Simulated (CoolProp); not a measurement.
Vapour-liquid equilibrium of ethanol (1) + cyclohexane (2) at 2.19 MPa; x and y are mole fractions of (1).

The numbers come from the multi-fluid Helmholtz-energy mixture model, Schroeder 2014 and Zhou 2014; pair parameters Bell 2016 in CoolProp.

Task: Give the bubble temperature and the first vapour's composition at x = 0.05, 0.2, 0.8. Is there an azeotrope?

Result: x = 0.05: 220.4 °C, y = 0.147; x = 0.2: 199.2 °C, y = 0.408; x = 0.8: 183.1 °C, y = 0.799. y crosses x between x = 0.65 and 0.8: the model has an azeotrope there.

The pair parameters rest on a limited set of measurements; away from them the model extrapolates.
